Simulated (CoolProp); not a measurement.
Vapour-liquid equilibrium of R22 (1) + dimethyl ether (2) at 0.0926 MPa; x and y are mole fractions of (1).

Model: multi-fluid Helmholtz-energy mixture model, Kamei 1995 and Wu 2011; pair parameters Bell 2016, in CoolProp.

```json
[
 {"x": "0.05", "bubble temperature (°C)": "-26.5", "y at the bubble point": "0.038", "dew temperature at overall composition x (°C)": "-26.4", "liquid density (mol/L)": "16.04"},
 {"x": "0.125", "bubble temperature (°C)": "-26.1", "y at the bubble point": "0.105", "dew temperature at overall composition x (°C)": "-26.0", "liquid density (mol/L)": "16.07"},
 {"x": "0.2", "bubble temperature (°C)": "-25.8", "y at the bubble point": "0.185", "dew temperature at overall composition x (°C)": "-25.8", "liquid density (mol/L)": "16.10"},
 {"x": "0.275", "bubble temperature (°C)": "-25.7", "y at the bubble point": "0.281", "dew temperature at overall composition x (°C)": "-25.7", "liquid density (mol/L)": "16.13"},
 {"x": "0.35", "bubble temperature (°C)": "-26.0", "y at the bubble point": "___", "dew temperature at overall composition x (°C)": "-25.8", "liquid density (mol/L)": "___"},
 {"x": "0.425", "bubble temperature (°C)": "-26.7", "y at the bubble point": "0.510", "dew temperature at overall composition x (°C)": "-26.1", "liquid density (mol/L)": "16.20"},
 {"x": "0.5", "bubble temperature (°C)": "-27.9", "y at the bubble point": "0.630", "dew temperature at overall composition x (°C)": "___", "liquid density (mol/L)": "___"},
 {"x": "0.575", "bubble temperature (°C)": "-29.7", "y at the bubble point": "0.740", "dew temperature at overall composition x (°C)": "-27.3", "liquid density (mol/L)": "16.29"},
 {"x": "0.65", "bubble temperature (°C)": "-31.9", "y at the bubble point": "0.833", "dew temperature at overall composition x (°C)": "-28.2", "liquid density (mol/L)": "16.33"},
 {"x": "0.725", "bubble temperature (°C)": "-34.4", "y at the bubble point": "0.903", "dew temperature at overall composition x (°C)": "___", "liquid density (mol/L)": "___"},
 {"x": "0.8", "bubble temperature (°C)": "-37.1", "y at the bubble point": "0.950", "dew temperature at overall composition x (°C)": "-31.0", "liquid density (mol/L)": "16.41"},
 {"x": "0.875", "bubble temperature (°C)": "-39.5", "y at the bubble point": "___", "dew temperature at overall composition x (°C)": "-33.3", "liquid density (mol/L)": "16.42"},
 {"x": "0.95", "bubble temperature (°C)": "-41.6", "y at the bubble point": "0.994", "dew temperature at overall composition x (°C)": "-37.0", "liquid density (mol/L)": "16.40"}
]
```

Task: Fill in the missing entries.

Result: 
- 0.35, y at the bubble point: 0.391
- 0.35, liquid density (mol/L): 16.16
- 0.5, dew temperature at overall composition x (°C): -26.6
- 0.5, liquid density (mol/L): 16.24
- 0.725, dew temperature at overall composition x (°C): -29.4
- 0.725, liquid density (mol/L): 16.38
- 0.875, y at the bubble point: 0.979

y crosses x between x = 0.2 and 0.275: the model has an azeotrope there.

The pair parameters rest on a limited set of measurements; away from them the model extrapolates.
